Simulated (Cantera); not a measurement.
**Premixed flame**

A freely propagating, adiabatic, planar premixed flame of 42.8 % H₂, 11.3 % O₂, 42.4 % N₂, 3.51 % H₂O, equivalence ratio 1.9, unburnt at 623 K and 250000 Pa; mixture-averaged transport, grid criteria slope 0.08 and curve 0.16, no radiation.

Cantera simulation using the H2/O2 subset of GRI-Mech 3.0, which has no nitrogen chemistry; the numbers are that mechanism's predictions, not measurements. The hydrogen kinetics of GRI-Mech 3.0 are dated; newer H2 mechanisms differ, most at raised pressure. Burning velocities carry a grid error of a few per cent, more on coarse grids.

```tsv
z (mm)	T (K)	u (m/s)	x H₂	x O₂	x H₂O₂	x OH	x HO₂	x H
-0.407	623	9.52	0.428	0.113	<1e-8	<1e-8	<1e-8	<1e-8
-0.271	623	9.52	0.428	0.113	<1e-8	<1e-8	<1e-8	<1e-8
-0.203	623	9.52	0.428	0.113	<1e-8	<1e-8	2.80e-8	<1e-8
-0.136	623	9.52	0.428	0.113	<1e-8	<1e-8	1.65e-6	4.79e-8
-0.0678	657	9.95	0.422	0.113	7.61e-6	7.87e-5	0.000445	0.000221
-0.0339	903	13.3	0.388	0.106	2.53e-5	0.000843	0.000398	0.00638
0	1304	18.7	0.306	0.0728	6.68e-6	0.00238	0.000171	0.0335
0.0339	1587	22.5	0.228	0.0275	2.28e-6	0.00479	5.87e-5	0.0612
0.0678	1723	24.3	0.199	0.00812	1.34e-6	0.00582	1.66e-5	0.0680
0.136	1847	25.9	0.195	0.00145	7.53e-7	0.00627	3.00e-6	0.0604
0.271	1964	27.3	0.202	0.000620	4.09e-7	0.00592	1.35e-6	0.0462
0.543	2069	28.5	0.209	0.000330	2.15e-7	0.00494	7.53e-7	0.0325
1.09	2153	29.5	0.215	0.000150	1.09e-7	0.00366	3.67e-7	0.0212
```
x: mole fraction of selected species; z is measured from the peak of heat release.

```yaml
laminar_burning_velocity: 952 cm/s
thermal_thickness: 0.136 mm
peak x(H₂O₂): 2.58e-5
peak x(OH): 0.00627
peak x(HO₂): 0.000584
peak x(H): 0.0680
```
